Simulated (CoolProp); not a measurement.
Saturation properties of ethylene (Tc = 282.4 K, pc = 5.042 MPa, ω = 0.087).

The numbers come from the reference Helmholtz-energy equation of state, Smukala 2000 in CoolProp.

```json
[
 {"T (K)": "135.6", "p (MPa)": "0.007839", "liquid density (kg/m³)": "613.8", "vapour density (kg/m³)": "0.1961", "enthalpy of vaporisation (kJ/kg)": "527.8", "liquid cp (kJ/(kg K))": "2.412", "surface tension (mN/m)": "22.2"},
 {"T (K)": "145.3", "p (MPa)": "0.01877", "liquid density (kg/m³)": "600.9", "vapour density (kg/m³)": "0.4402", "enthalpy of vaporisation (kJ/kg)": "515.3", "liquid cp (kJ/(kg K))": "2.405", "surface tension (mN/m)": "20.5"},
 {"T (K)": "154.9", "p (MPa)": "0.03947", "liquid density (kg/m³)": "587.9", "vapour density (kg/m³)": "0.8745", "enthalpy of vaporisation (kJ/kg)": "502.6", "liquid cp (kJ/(kg K))": "2.404", "surface tension (mN/m)": "18.8"},
 {"T (K)": "164.6", "p (MPa)": "0.07577", "liquid density (kg/m³)": "574.4", "vapour density (kg/m³)": "1.596", "enthalpy of vaporisation (kJ/kg)": "489.2", "liquid cp (kJ/(kg K))": "2.411", "surface tension (mN/m)": "17.1"},
 {"T (K)": "174.3", "p (MPa)": "0.1342", "liquid density (kg/m³)": "560.6", "vapour density (kg/m³)": "2.707", "enthalpy of vaporisation (kJ/kg)": "475.2", "liquid cp (kJ/(kg K))": "2.427", "surface tension (mN/m)": "15.5"},
 {"T (K)": "184", "p (MPa)": "0.2223", "liquid density (kg/m³)": "546.2", "vapour density (kg/m³)": "4.327", "enthalpy of vaporisation (kJ/kg)": "460.1", "liquid cp (kJ/(kg K))": "2.454", "surface tension (mN/m)": "13.9"},
 {"T (K)": "193.7", "p (MPa)": "0.3487", "liquid density (kg/m³)": "531.3", "vapour density (kg/m³)": "6.596", "enthalpy of vaporisation (kJ/kg)": "443.8", "liquid cp (kJ/(kg K))": "2.494", "surface tension (mN/m)": "12.3"},
 {"T (K)": "203.4", "p (MPa)": "0.5223", "liquid density (kg/m³)": "515.6", "vapour density (kg/m³)": "9.678", "enthalpy of vaporisation (kJ/kg)": "426.0", "liquid cp (kJ/(kg K))": "2.551", "surface tension (mN/m)": "10.7"},
 {"T (K)": "213", "p (MPa)": "0.7500", "liquid density (kg/m³)": "499.3", "vapour density (kg/m³)": "13.73", "enthalpy of vaporisation (kJ/kg)": "406.6", "liquid cp (kJ/(kg K))": "2.627", "surface tension (mN/m)": "9.23"},
 {"T (K)": "222.7", "p (MPa)": "1.046", "liquid density (kg/m³)": "481.6", "vapour density (kg/m³)": "19.09", "enthalpy of vaporisation (kJ/kg)": "384.7", "liquid cp (kJ/(kg K))": "2.733", "surface tension (mN/m)": "7.74"},
 {"T (K)": "232.4", "p (MPa)": "1.420", "liquid density (kg/m³)": "462.5", "vapour density (kg/m³)": "26.09", "enthalpy of vaporisation (kJ/kg)": "359.9", "liquid cp (kJ/(kg K))": "2.881", "surface tension (mN/m)": "6.29"}
]
```

It boils at 169.4 K under 1 atm.

Surface tension comes from a separate correlation (Mulero 2012).
